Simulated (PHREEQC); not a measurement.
PHREEQC input (ion-association model, phreeqc.dat):

```
SOLUTION 0
  temp 25
  units mmol/kgw
  pH 7 charge
  Cl 171.21
  Li 4.2
  Cd 5.5
  Ba 78
  O(0) 1 O2(g) -0.68
SOLUTION 1-40
  temp 25
  units mmol/kgw
  pH 7 charge
  Cl 16.83
  Zn 0.91
  K 15
  O(0) 1 O2(g) -0.68
END
EXCHANGE 1-40
  X 0.29
  -equilibrate 1
END
SELECTED_OUTPUT 1
  -reset false
  -pH true
  -pe true
  -ionic_strength true
  -water true
  -step true
  -totals Ba Cd Cl K Li Zn
  -molalities ZnX2 LiX CdX2 KX BaX2
  -saturation_indices Sylvite Zn(OH)2(e) Cd(OH)2
PRINT
  -reset false
TRANSPORT
  -cells 40
  -shifts 240
  -lengths 0.005
  -time_step 60
  -dispersivities 0.007
  -boundary_conditions flux flux
  -correct_disp true
  -punch_cells 40
  -punch_frequency 8
END
```

Selected output (columns that matter, 19 of 31 rows; pore volumes added in front):

```
pore volumes	pH	mu	Ba	Cd	Cl	K	Li	Zn	m_ZnX2	m_LiX	m_CdX2	si_Sylvite	si_Zn(OH)2(e)	si_Cd(OH)2
0	5.0442	0.017691	0	0	0.01683	0.015	0	0.00091	0.055103	0	0	-4.6153	-4.6875	-1000
0.4125	5.0443	0.01775	0	0	0.016884	0.015043	9.123e-15	0.0009153	0.055103	1.8096e-14	0	-4.6128	-4.6852	-1000
0.6125	5.0466	0.024385	0	1.3108e-17	0.022907	0.019726	5.2107e-08	0.0015855	0.055109	7.8814e-08	2.0699e-16	-4.3799	-4.4758	-21.058
1.0125	4.9952	0.11967	4.6816e-09	0.00071718	0.10498	0.065037	0.00064367	0.018928	0.055502	0.00029207	0.00044235	-3.324	-3.7283	-7.9779
1.4125	4.9518	0.17993	9.7792e-05	0.0045559	0.15986	0.082965	0.0028097	0.032382	0.055229	0.0009866	0.0012649	-3.0868	-3.6559	-7.4335
1.6125	4.948	0.188	0.00071914	0.0052885	0.16738	0.08457	0.0035221	0.033629	0.054211	0.0012045	0.0013473	-3.0645	-3.6553	-7.3953
2.0125	4.9593	0.19468	0.007084	0.0056258	0.17086	0.081379	0.004128	0.029962	0.045592	0.0013726	0.0013348	-3.0748	-3.6888	-7.3558
2.4125	4.9928	0.2044	0.02347	0.0056021	0.17118	0.06792	0.00424	0.020434	0.028849	0.0013574	0.0012346	-3.1533	-3.795	-7.2944
2.6125	5.0139	0.21076	0.03358	0.005573	0.1712	0.058088	0.0042404	0.015279	0.020831	0.0013335	0.0011889	-3.2219	-3.8834	-7.2559
3.0125	5.0516	0.22297	0.051539	0.0055301	0.17121	0.038001	0.004223	0.0074187	0.0096553	0.0012966	0.0011327	-3.4084	-4.1295	-7.1855
3.4125	5.0757	0.23195	0.063609	0.0055104	0.17121	0.02233	0.0042102	0.0032104	0.0040899	0.0012781	0.0011103	-3.6413	-4.4504	-7.1393
3.6125	5.0829	0.2351	0.067614	0.0055058	0.17121	0.016639	0.0042065	0.0020577	0.0026074	0.0012732	0.0011055	-3.7699	-4.631	-7.1252
4.0125	5.0911	0.23932	0.072749	0.0055015	0.17121	0.0088616	0.0042026	0.0008169	0.0010294	0.0012681	0.0011016	-4.0447	-5.0182	-7.1091
4.4125	5.0946	0.24163	0.075424	0.0055002	0.17121	0.0045224	0.004201	0.00031383	0.00039464	0.0012661	0.0011007	-4.3376	-5.4281	-7.1022
4.6125	5.0954	0.24233	0.076212	0.0055	0.17121	0.0031905	0.0042006	0.00019272	0.00024223	0.0012656	0.0011007	-4.4893	-5.6385	-7.1004
5.0125	5.0963	0.24318	0.07715	0.0054999	0.17121	0.0015564	0.0042002	7.1635e-05	8.9992e-05	0.001265	0.0011008	-4.8013	-6.067	-7.0986
5.4125	5.0966	0.24359	0.077602	0.0054999	0.17121	0.00074277	0.0042001	2.6214e-05	3.2926e-05	0.0012648	0.001101	-5.1227	-6.5032	-7.0979
5.6125	5.0967	0.24371	0.077729	0.0054999	0.17121	0.00050967	0.0042001	1.5783e-05	1.9823e-05	0.0012648	0.001101	-5.2863	-6.7234	-7.0977
6.0125	5.0968	0.24385	0.077876	0.0055	0.17121	0.0002373	0.0042	5.6762e-06	7.1289e-06	0.0012647	0.0011011	-5.6184	-7.1675	-7.0976
```

Species that the database lacks are ignored.
